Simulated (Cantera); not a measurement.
# Dilute partial oxidation

An isothermal, constant-pressure homogeneous reactor starts with 0.781 % CH₃OH, 0.415 % O₂, 98.8 % N₂, equivalence ratio 2.8, at 1273 K and 240000 Pa.

Computed with Cantera and GRI-Mech 3.0 (53 species, 325 reactions). GRI-Mech 3.0 was tuned for natural gas; its chemistry of methanol as a main component is partial and can be far from experiment.

```json
[
 {"t (s)": "2.00e-5", "x CH₃OH": "0.00781", "x O₂": "0.00415", "x C₂H₄": "<1e-12", "x C₂H": "<1e-12", "x CH₂CO": "<1e-12", "x C₂H₂": "<1e-12", "x C₂H₆": "1.27e-12"},
 {"t (s)": "0.000111", "x CH₃OH": "0.00780", "x O₂": "0.00415", "x C₂H₄": "2.75e-11", "x C₂H": "<1e-12", "x CH₂CO": "<1e-12", "x C₂H₂": "<1e-12", "x C₂H₆": "1.41e-10"},
 {"t (s)": "0.000616", "x CH₃OH": "0.00779", "x O₂": "0.00414", "x C₂H₄": "3.97e-10", "x C₂H": "<1e-12", "x CH₂CO": "1.53e-12", "x C₂H₂": "1.50e-12", "x C₂H₆": "3.21e-9"},
 {"t (s)": "0.00342", "x CH₃OH": "0.00641", "x O₂": "0.00375", "x C₂H₄": "1.97e-9", "x C₂H": "<1e-12", "x CH₂CO": "1.85e-9", "x C₂H₂": "2.29e-11", "x C₂H₆": "6.32e-9"},
 {"t (s)": "0.0190", "x CH₃OH": "2.19e-10", "x O₂": "1.42e-9", "x C₂H₄": "2.70e-10", "x C₂H": "<1e-12", "x CH₂CO": "4.23e-10", "x C₂H₂": "3.35e-9", "x C₂H₆": "3.24e-11"},
 {"t (s)": "0.105", "x CH₃OH": "4.79e-11", "x O₂": "1.64e-11", "x C₂H₄": "4.79e-10", "x C₂H": "<1e-12", "x CH₂CO": "1.32e-10", "x C₂H₂": "4.42e-9", "x C₂H₆": "1.89e-11"},
 {"t (s)": "0.585", "x CH₃OH": "7.60e-12", "x O₂": "<1e-12", "x C₂H₄": "4.43e-10", "x C₂H": "<1e-12", "x CH₂CO": "2.26e-11", "x C₂H₂": "4.86e-9", "x C₂H₆": "3.51e-12"},
 {"t (s)": "3.25", "x CH₃OH": "1.42e-12", "x O₂": "<1e-12", "x C₂H₄": "4.29e-10", "x C₂H": "<1e-12", "x CH₂CO": "4.13e-12", "x C₂H₂": "4.90e-9", "x C₂H₆": "<1e-12"},
 {"t (s)": "18.0", "x CH₃OH": "<1e-12", "x O₂": "<1e-12", "x C₂H₄": "4.27e-10", "x C₂H": "<1e-12", "x CH₂CO": "1.81e-12", "x C₂H₂": "4.85e-9", "x C₂H₆": "<1e-12"},
 {"t (s)": "100", "x CH₃OH": "<1e-12", "x O₂": "<1e-12", "x C₂H₄": "4.15e-10", "x C₂H": "<1e-12", "x CH₂CO": "1.62e-12", "x C₂H₂": "4.59e-9", "x C₂H₆": "<1e-12"}
]
```
x: mole fraction; the columns are a selection and need not sum to one.

Equilibrium at this temperature and pressure: CH₃OH <1e-12, O₂ <1e-12, C₂H₄ <1e-12, C₂H <1e-12, CH₂CO <1e-12, C₂H₂ <1e-12, C₂H₆ <1e-12 (gas phase only).
